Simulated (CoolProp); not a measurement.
Ammonia along the isobar 15 MPa: density (kg/m³) from the reference equation and from simpler models built on Tc = 405.6 K, pc = 11.36 MPa, ω = 0.256; each cubic takes its own stable root.

Values from CoolProp's reference Helmholtz-energy equation of state, Gao 2020.

```json
[
 {"T (K)": "241.4", "phase": "liquid", "reference": "687.0"},
 {"T (K)": "245.8", "phase": "liquid", "reference": "681.9"},
 {"T (K)": "250.3", "phase": "liquid", "reference": "676.5"},
 {"T (K)": "254.8", "phase": "liquid", "reference": "671.1"},
 {"T (K)": "259.2", "phase": "liquid", "reference": "665.7"},
 {"T (K)": "263.7", "phase": "liquid", "reference": "660.2"},
 {"T (K)": "268.1", "phase": "liquid", "reference": "654.7"},
 {"T (K)": "272.6", "phase": "liquid", "reference": "649.0"},
 {"T (K)": "277", "phase": "liquid", "reference": "643.4"},
 {"T (K)": "281.5", "phase": "liquid", "reference": "637.6"},
 {"T (K)": "286", "phase": "liquid", "reference": "631.7"},
 {"T (K)": "290.4", "phase": "liquid", "reference": "625.8"},
 {"T (K)": "294.9", "phase": "liquid", "reference": "619.7"},
 {"T (K)": "299.3", "phase": "liquid", "reference": "613.7"},
 {"T (K)": "303.8", "phase": "liquid", "reference": "607.4"}
]
```

Problem. How far does each simpler model (van der Waals, Redlich-Kwong, Soave-Redlich-Kwong) lie from the reference over these 15 states: mean and median of the absolute difference, and the worst?

Solution. 
- van der Waals: mean 46.4 %, median 46.4 %, worst -46.9 % at 241.4 K and 15 MPa
- Redlich-Kwong: mean 23.0 %, median 23.0 %, worst -23.4 % at 303.8 K and 15 MPa
- Soave-Redlich-Kwong: mean 20.6 %, median 20.6 %, worst -20.8 % at 241.4 K and 15 MPa
